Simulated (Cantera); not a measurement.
Input (Python, Cantera) and output of one run.

```python
import numpy as np
import cantera as ct

gas_names = """
    C CH CH2 CH3 CH2OH CH3O CH4 CH3OH CO COS CO2 COOH CS CS2 C2 C2H CHCO,ketyl C2H2,acetylene
    C2H2,vinylidene CH2CO,ketene C2H3,vinyl CH3CO,acetyl C2H4 C2H4O,ethylen CH3CHO,ethanal CH3COOH
    (HCOOH)2 C2H5 C2H6 CH3OCH3 C2H5OH C2O C3 C3H3,propargyl C3H4,allene C3H4,propyne C3H4,cyclo-
    C3H5,allyl C3H6,propylene C3H6,cyclo- C3H6O C3H7,n-propyl C3H7,i-propyl C3H8 C3H8O,1propanol
    C3H8O,2propanol C3O2 C4 C4H2 C4H4,1,3-cyclo- C4H6,butadiene C4H6,2-butyne C4H6,cyclo- C4H8,1-butene
    C4H8,cis2-buten C4H8,tr2-butene C4H8,isobutene C4H8,cyclo- (CH3COOH)2 C4H9,n-butyl C4H9,i-butyl
    C4H9,s-butyl C4H9,t-butyl C4H10,isobutane C4H10,n-butane C5 C5H6,1,3cyclo- C5H8,cyclo-
    C5H10,1-pentene C5H10,cyclo- C5H11,pentyl C5H11,t-pentyl C5H12,n-pentane C5H12,i-pentane
    CH3C(CH3)2CH3 C6H2 C6H5,phenyl C6H5O,phenoxy C6H6 C6H5OH,phenol C6H10,cyclo- C6H12,1-hexene
    C6H12,cyclo- C6H13,n-hexyl C7H7,benzyl C7H8 C7H8O,cresol C7H14,1-heptene C7H15,n-heptyl
    C7H16,n-heptane C8H8,styrene C8H10,ethylbenz C8H16,1-octene C8H17,n-octyl C8H18,isooctane
    C8H18,n-octane C9H19,n-nonyl C10H8,naphthale C10H21,n-decyl C12H9,o-bipheny C12H10,bipheny Fe FeC5O5
    FeO Fe(OH)2 H HCO HO2 H2 HCHO,formaldehy HCOOH H2O H2O2 H2S H2SO4 O OH O2 O3 S SH SO SO2 SO3 S2 S2O
    S8
""".split()
cond_names = """
    C(gr) C6H6(L) C7H8(L) C8H18(L),n-octa Fe(a) Fe(c) Fe(d) Fe(L) FeC5O5(L) FeO(s) FeO(L) Fe(OH)2(s)
    Fe(OH)3(s) FeS(a) FeS(b) FeS(c) FeS(L) FeSO4(s) FeS2(s) Fe2O3(s) Fe2S3O12(s) Fe3O4(s) H2O(s) H2O(L)
    H2SO4(L) S(cr1) S(cr2) S(L)
""".split()


def load(file, names, dense=False):
    # The tables refer to 1 bar. Condensed volumes are neglected.
    table = {s.name: s for s in ct.Species.list_from_file(file)}
    out = []
    for n in names:
        d = dict(table[n].input_data)
        d["thermo"] = dict(d["thermo"], **{"reference-pressure": 1e5})
        if dense:
            d["equation-of-state"] = {"model": "constant-volume", "density": "1e6 g/cm^3"}
        out.append(ct.Species.from_dict(d))
    return out


gas = ct.Solution(thermo="ideal-gas", species=load("nasa_gas.yaml", gas_names))
cond = {s.name: ct.Solution(thermo="fixed-stoichiometry", species=[s], name=s.name)
        for s in load("nasa_condensed.yaml", cond_names, dense=True)}
atoms = {
    'Fe': {'Fe': 1},
    'SO2': {'S': 1, 'O': 2},
    'H2': {'H': 2},
    'CO2': {'C': 1, 'O': 2},
}
top_T = {'C(gr)': 4500, 'FeSO4(s)': 950, 'FeS2(s)': 1010, 'Fe2O3(s)': 1830, 'Fe2S3O12(s)': 1100, 'Fe3O4(s)': 1870}  # K; cautious upper limits of use, not melting points


def equilibrate(T, P, feed):
    n = {}
    for name, mol in feed.items():
        for a, k in atoms[name].items():
            n[a] = n.get(a, 0.0) + k * mol
    gas.TPX = T, P, n
    mass = sum(n.values()) * gas.mean_molecular_weight
    gas.equilibrate("TP")
    valid = [c for c in cond.values() if c.min_temp <= T <= top_T.get(c.name, c.max_temp)]
    mix = ct.Mixture([(gas, mass / gas.mean_molecular_weight)] + [(c, 0.0) for c in valid])
    mix.T, mix.P = T, P
    mix.equilibrate("TP", solver="vcs", rtol=1e-11, max_steps=5000)
    return mix


results = []
feed = {'Fe': 1, 'SO2': 0.14, 'H2': 3.7, 'CO2': 0.66}  # mol
T = 1273.15  # K
P = 1100000  # Pa
mix = equilibrate(T, P, feed)
results.append((T, P, feed, dict(zip(mix.species_names, mix.species_moles))))
print(gas.report(threshold=1e-06))
for i in range(1, mix.n_phases):
    print(f"{mix.phase(i).name:16s} {mix.phase_moles(i):12.5e} mol")
```

Output:

```
       temperature   1273.2 K
          pressure   1.1e+06 Pa
           density   0.995 kg/m^3
  mean mol. weight   9.5751 kg/kmol
   phase of matter   gas

                          1 kg             1 kmol
                     ---------------   ---------------
          enthalpy       -4.0851e+06       -3.9116e+07  J
   internal energy       -5.1906e+06       -4.9701e+07  J
           entropy             19570        1.8738e+05  J/K
    Gibbs function          -2.9e+07       -2.7768e+08  J
 heat capacity c_p            3675.5             35193  J/K
 heat capacity c_v            2807.2             26879  J/K

                      mass frac. Y      mole frac. X     chem. pot. / RT
                     ---------------   ---------------   ---------------
               CH4         0.0039734         0.0023715           -37.153
                CO            0.3703           0.12659           -36.379
               COS        0.00015894        2.5335e-05           -53.144
               CO2           0.10622           0.02311           -67.955
                H2           0.13643           0.64799           -16.174
               H2O           0.36854           0.19588            -47.75
               H2S          0.014375         0.0040394           -32.939
     [ +120 minor]        6.9146e-06        1.7372e-06

C(gr)             0.00000e+00 mol
Fe(c)             8.77640e-01 mol
FeC5O5(L)         0.00000e+00 mol
FeO(s)            0.00000e+00 mol
Fe(OH)2(s)        0.00000e+00 mol
Fe(OH)3(s)        0.00000e+00 mol
FeS(c)            1.22359e-01 mol
Fe2O3(s)          0.00000e+00 mol
Fe3O4(s)          0.00000e+00 mol
S(L)              0.00000e+00 mol
```

These are equilibrium values from Cantera (NASA tables, ideal gas, pure condensed phases), not measurements of a reactor. Metal and sulfide melt together well below either melting point, which pure phases cannot show. Mutual solubility and eutectic melting of coexisting phases are not modelled. FeS: taken at fixed stoichiometry.
